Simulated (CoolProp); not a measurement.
The fluid at 430.34 K and 19.2 MPa is throttled through a valve to 5.65 MPa with no heat exchange. The same conditions are run with several fluids, on thermodynamics alone (safety and materials aside).

Computed with CoolProp (reference Helmholtz-energy equation of state of each fluid (R365MFC: Lemmon 2016; water: Wagner 2002; n-perfluorohexane: Gao 2022; ethanol: Schroeder 2014; tetradecamethylhexasiloxane (MD4M): Thol 2019)).

| fluid | temperature change (K) | final density (kg/m³) |
|---|---|---|
| R365MFC | -1.1 | 941 |
| water | +1.9 | 911 |
| n-perfluorohexane | +0.5 | 1280 |
| ethanol | +0.7 | 649 |
| tetradecamethylhexasiloxane (MD4M) | +4.7 | 768 |
